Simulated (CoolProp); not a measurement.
1-butene along the isobar 18.5 bar: Z from the reference equation and from simpler models built on Tc = 419.3 K, pc = 40.06 bar, ω = 0.192; each cubic takes its own stable root.

Model: reference Helmholtz-energy equation of state, Lemmon 2005, in CoolProp. It is a short technical equation, of lower accuracy than the large ones.

```json
[
 {"T (K)": "325.4", "phase": "liquid", "reference": "0.06908"},
 {"T (K)": "329.3", "phase": "liquid", "reference": "0.06895"},
 {"T (K)": "333.2", "phase": "liquid", "reference": "0.06885"},
 {"T (K)": "337.1", "phase": "liquid", "reference": "0.06879"},
 {"T (K)": "340.9", "phase": "liquid", "reference": "0.06876"},
 {"T (K)": "344.8", "phase": "liquid", "reference": "0.06878"},
 {"T (K)": "348.7", "phase": "liquid", "reference": "0.06884"},
 {"T (K)": "352.6", "phase": "liquid", "reference": "0.06895"},
 {"T (K)": "356.5", "phase": "liquid", "reference": "0.06911"},
 {"T (K)": "360.4", "phase": "liquid", "reference": "0.06934"},
 {"T (K)": "364.3", "phase": "liquid", "reference": "0.06964"},
 {"T (K)": "368.2", "phase": "liquid", "reference": "0.07002"},
 {"T (K)": "372.1", "phase": "liquid", "reference": "0.07050"},
 {"T (K)": "379.8", "phase": "gas", "reference": "0.7125"},
 {"T (K)": "383.7", "phase": "gas", "reference": "0.7271"}
]
```

Problem. How far does each simpler model (van der Waals, Redlich-Kwong, Soave-Redlich-Kwong) lie from the reference over these 15 states: mean and median of the absolute difference, and the worst?

Solution. 
- van der Waals: mean 420.6 %, median 62.4 %, worst +994.2 % at 372.1 K and 18.5 bar
- Redlich-Kwong: mean 74.2 %, median 15.0 %, worst +919.1 % at 372.1 K and 18.5 bar
- Soave-Redlich-Kwong: mean 10.4 %, median 10.9 %, worst +15.2 % at 372.1 K and 18.5 bar

At some of these states van der Waals, Redlich-Kwong gives the other phase, because its saturation line lies elsewhere.
